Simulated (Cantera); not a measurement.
A closed system holds: 1 mol HgO, 0.23 mol H₂, 0.79 mol N₂, equilibrated at 427 °C and 6.70 bar.

Method: chemical equilibrium by Gibbs-energy minimisation in Cantera with the NASA 1993 tables (ideal gas, pure condensed phases). Candidate condensed phases: H₂O, Hg, HgO; 25 gas species. The numbers say what is thermodynamically allowed, not how fast it happens.

Base state: N₂ 0.625, Hg 0.189, H₂O 0.182, O₂ 0.00352 (mole fractions); condensed: HgO(s).

**Question.** What changes in the equilibrium state with this change: temperature from 427 °C to 850 °C?

**Answer.** 
```csv
species,before,after
Hg,0.189,0.416
N₂,0.625,0.328
O₂,0.00352,0.160
H₂O,0.182,0.0956
NO,3.25e-8,5.89e-5
"HgO(s), mol",0.761,0
```

**Question.** What changes in the equilibrium state with this change: temperature from 427 °C to 650 °C?

**Answer.** 
```csv
species,before,after
Hg,0.189,0.416
N₂,0.625,0.328
O₂,0.00352,0.160
H₂O,0.182,0.0956
"HgO(s), mol",0.761,0
```
